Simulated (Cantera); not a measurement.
A perfectly stirred reactor is fed with C2H6 : N2 = 1 : 170 (molar parts), at 30.0 Torr; it is held at 1723 K, and followed from long to short residence time.

Computed with Cantera and GRI-Mech 3.0 (53 species, 325 reactions). GRI-Mech 3.0 stops at C3 and has no aromatics, soot or wall deposition, so with more carbon than oxygen in the feed, carbon stays in small species such as C2H2 where larger ones or solid carbon would form. Radical loss at walls, strong at low pressure, is not modelled.

One state of this run: x C2H6 = 2.71e-6; x H = 0.000205; x CH4 = 0.000272; x C2H4 = 1.82e-5; x H2 = 0.0109; x C2H2 = 0.00542; x HCN = 0.000304. x: mole fraction; the columns are a selection and need not sum to one.

Question: Which value of τ (s) does it belong to?
A. 0.77
B. 7.2
C. 0.00091
D. 0.25

Answer: A, 0.77
